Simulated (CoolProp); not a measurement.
Saturation properties of 1-butene.

Computed with CoolProp (reference Helmholtz-energy equation of state, Lemmon 2005). It is a short technical equation, of lower accuracy than the large ones.

```tsv
T (°C)	p (bar)	liquid density (kg/m³)	enthalpy of vaporisation (kJ/kg)
-72.85	0.02695	697.9	450.1
-61.25	0.06151	685.7	440.4
-49.55	0.1279	673.3	430.5
-37.95	0.2431	660.8	420.7
-26.35	0.4310	648.1	410.5
-14.65	0.7232	635.1	400.0
-3.05	1.148	621.9	389.1
8.55	1.746	608.3	377.7
20.15	2.558	594.2	365.7
31.85	3.640	579.5	352.7
43.45	5.020	564.2	338.9
55.05	6.756	548.1	324.0
66.75	8.920	530.8	307.5
78.35	11.53	512.4	289.4
```

It boils at -6.3 °C under 1 atm.
